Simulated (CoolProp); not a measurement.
Properties of n-octane along the isobar 2.67 MPa.

Computed with CoolProp (reference Helmholtz-energy equation of state, Beckmüller 2019).

```csv
T (°C),phase,Z,speed of sound (m/s)
111.15,liquid,0.1517,859.3
121.65,liquid,0.1499,821.4
132.25,liquid,0.1483,783.4
142.85,liquid,0.1469,745.7
153.45,liquid,0.1458,708.3
164.05,liquid,0.1448,671.0
174.55,liquid,0.1441,634.2
185.15,liquid,0.1437,596.9
195.75,liquid,0.1435,559.5
206.35,liquid,0.1436,521.8
216.95,liquid,0.1440,483.7
```
